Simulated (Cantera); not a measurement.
A perfectly stirred reactor is fed with CH4 : H2O : H2 : N2 = 1 : 2.8 : 0.11 : 0.047 (molar parts), at 1.01 bar; it is held at 1975 K, and followed from long to short residence time.

Cantera simulation using GRI-Mech 3.0 (53 species, 325 reactions); the numbers are that mechanism's predictions, not measurements.

One state of this run: x CH4 = 0.0130; x H2O = 0.338; x H2 = 0.489; x CH2O = 3.53e-6; x C2H = 4.03e-7; x OH = 6.16e-5; x C2H4 = 8.21e-5. x: mole fraction; the columns are a selection and need not sum to one.

Problem. Which value of τ (s) does it belong to?
A) 0.016
B) 0.052
C) 0.0048
D) 0.57

Solution. B, 0.052
